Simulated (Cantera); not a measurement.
What does this Cantera script print?

```python
import numpy as np
import cantera as ct

gas_names = """
    C CH CH2 CH3 CH2OH CH3O CH4 CH3OH CN CO CO2 COOH C2 C2H CHCO,ketyl C2H2,acetylene C2H2,vinylidene
    CH2CO,ketene C2H3,vinyl CH3CN CH3CO,acetyl C2H4 C2H4O,ethylen CH3CHO,ethanal CH3COOH (HCOOH)2 C2H5
    C2H6 CH3OCH3 C2H5OH CCN CNC C2N2 C2O C3 C3H3,propargyl C3H4,allene C3H4,propyne C3H4,cyclo-
    C3H5,allyl C3H6,propylene C3H6,cyclo- C3H6O C3H7,n-propyl C3H7,i-propyl C3H8 C3H8O,1propanol
    C3H8O,2propanol C3O2 C4 C4H2 C4H4,1,3-cyclo- C4H6,butadiene C4H6,2-butyne C4H6,cyclo- C4H8,1-butene
    C4H8,cis2-buten C4H8,tr2-butene C4H8,isobutene C4H8,cyclo- (CH3COOH)2 C4H9,n-butyl C4H9,i-butyl
    C4H9,s-butyl C4H9,t-butyl C4H10,isobutane C4H10,n-butane C4N2 C5 C5H6,1,3cyclo- C5H8,cyclo-
    C5H10,1-pentene C5H10,cyclo- C5H11,pentyl C5H11,t-pentyl C5H12,n-pentane C5H12,i-pentane
    CH3C(CH3)2CH3 C6H2 C6H5,phenyl C6H5O,phenoxy C6H6 C6H5OH,phenol C6H10,cyclo- C6H12,1-hexene
    C6H12,cyclo- C6H13,n-hexyl C7H7,benzyl C7H8 C7H8O,cresol C7H14,1-heptene C7H15,n-heptyl
    C7H16,n-heptane C8H8,styrene C8H10,ethylbenz C8H16,1-octene C8H17,n-octyl C8H18,isooctane
    C8H18,n-octane C9H19,n-nonyl C10H8,naphthale C10H21,n-decyl C12H9,o-bipheny C12H10,bipheny H HCN HCO
    HCCN HNC HNCO HNO HNO2 HNO3 HO2 H2 HCHO,formaldehy HCOOH H2O H2O2 N NCO NH NH2 NH3 NH2OH NO NO2 NO3
    N2 N2H2 N2H4 N2O O OH O2 O3 Si SiC SiC2 SiC4H12 SiH SiH2 SiH3 SiH4 SiN SiO SiO2 Si2 Si2C Si2N Si3
""".split()
cond_names = """
    C(gr) C6H6(L) C7H8(L) C8H18(L),n-octa H2O(s) H2O(L) Si(cr) Si(L) SiC(b) SiO2(Lqz) SiO2(hqz) SiO2(L)
    Si2N2O(s) Si3N4(a)
""".split()


def load(file, names, dense=False):
    # The tables refer to 1 bar. Condensed volumes are neglected.
    table = {s.name: s for s in ct.Species.list_from_file(file)}
    out = []
    for n in names:
        d = dict(table[n].input_data)
        d["thermo"] = dict(d["thermo"], **{"reference-pressure": 1e5})
        if dense:
            d["equation-of-state"] = {"model": "constant-volume", "density": "1e6 g/cm^3"}
        out.append(ct.Species.from_dict(d))
    return out


gas = ct.Solution(thermo="ideal-gas", species=load("nasa_gas.yaml", gas_names))
cond = {s.name: ct.Solution(thermo="fixed-stoichiometry", species=[s], name=s.name)
        for s in load("nasa_condensed.yaml", cond_names, dense=True)}
atoms = {
    'Si2H6': {'Si': 2, 'H': 6},
    'CO2': {'C': 1, 'O': 2},
    'N2': {'N': 2},
}
top_T = {'C(gr)': 4500, 'SiC(b)': 3050, 'Si2N2O(s)': 2100, 'Si3N4(a)': 2400}  # K; cautious upper limits of use, not melting points


def equilibrate(T, P, feed):
    n = {}
    for name, mol in feed.items():
        for a, k in atoms[name].items():
            n[a] = n.get(a, 0.0) + k * mol
    gas.TPX = T, P, n
    mass = sum(n.values()) * gas.mean_molecular_weight
    gas.equilibrate("TP")
    valid = [c for c in cond.values() if c.min_temp <= T <= top_T.get(c.name, c.max_temp)]
    mix = ct.Mixture([(gas, mass / gas.mean_molecular_weight)] + [(c, 0.0) for c in valid])
    mix.T, mix.P = T, P
    mix.equilibrate("TP", solver="vcs", rtol=1e-11, max_steps=5000)
    return mix


results = []
feed = {'Si2H6': 1, 'CO2': 12, 'N2': 5.7}  # mol
P = 10000  # Pa
for T in [1123, 1273, 1423, 1573, 1723, 1873, 2023]:
    mix = equilibrate(T, P, feed)
    results.append((T, P, feed, dict(zip(mix.species_names, mix.species_moles))))
    x = sorted(zip(gas.X, gas.species_names), reverse=True)
    print(f"T = {T:g} K  P = {P:g} Pa  gas = {mix.phase_moles(0):.4g} mol")
    print("   x: " + "  ".join(f"{s} {v:.3e}" for v, s in x if v > 1e-05))
    print("   condensed (mol): " + ("  ".join(f"{mix.phase(i).name} {mix.phase_moles(i):.4g}"
          for i in range(1, mix.n_phases) if mix.phase_moles(i) > 1e-12) or "none"))
```

It prints:

```
T = 1123 K  P = 10000 Pa  gas = 20.7 mol
   x: CO2 3.066e-01  N2 2.754e-01  CO 2.731e-01  H2O 7.985e-02  H2 6.507e-02
   condensed (mol): SiO2(hqz) 2
T = 1273 K  P = 10000 Pa  gas = 20.7 mol
   x: CO2 2.949e-01  CO 2.848e-01  N2 2.754e-01  H2O 9.153e-02  H2 5.339e-02
   condensed (mol): SiO2(hqz) 2
T = 1423 K  P = 10000 Pa  gas = 20.7 mol
   x: CO 2.931e-01  CO2 2.866e-01  N2 2.754e-01  H2O 9.986e-02  H2 4.506e-02
   condensed (mol): SiO2(hqz) 2
T = 1573 K  P = 10000 Pa  gas = 20.7 mol
   x: CO 2.991e-01  CO2 2.806e-01  N2 2.754e-01  H2O 1.059e-01  H2 3.902e-02  H 2.540e-05
   condensed (mol): SiO2(hqz) 2
T = 1723 K  P = 10000 Pa  gas = 20.7 mol
   x: CO 3.036e-01  CO2 2.761e-01  N2 2.753e-01  H2O 1.103e-01  H2 3.454e-02  H 1.072e-04  OH 1.876e-05
   condensed (mol): SiO2(L) 2
T = 1873 K  P = 10000 Pa  gas = 20.71 mol
   x: CO 3.068e-01  N2 2.753e-01  CO2 2.727e-01  H2O 1.135e-01  H2 3.111e-02  H 3.600e-04  OH 1.020e-04  SiO 2.355e-05
   condensed (mol): SiO2(L) 2
T = 2023 K  P = 10000 Pa  gas = 20.72 mol
   x: CO 3.090e-01  N2 2.751e-01  CO2 2.701e-01  H2O 1.157e-01  H2 2.836e-02  H 1.011e-03  OH 4.298e-04  SiO 2.517e-04  NO 4.646e-05  O2 1.954e-05  O 1.114e-05
   condensed (mol): SiO2(L) 1.995
```

Equilibrium computed with Cantera from the NASA thermochemical tables; the gas is ideal and each condensed phase is pure. The feed counts by its element totals alone. The tables hold silica as quartz up to 1696 K and as liquid above; real silica turns to tridymite and cristobalite and melts near 1996 K. Gases not in the tables: Si(OH)4.
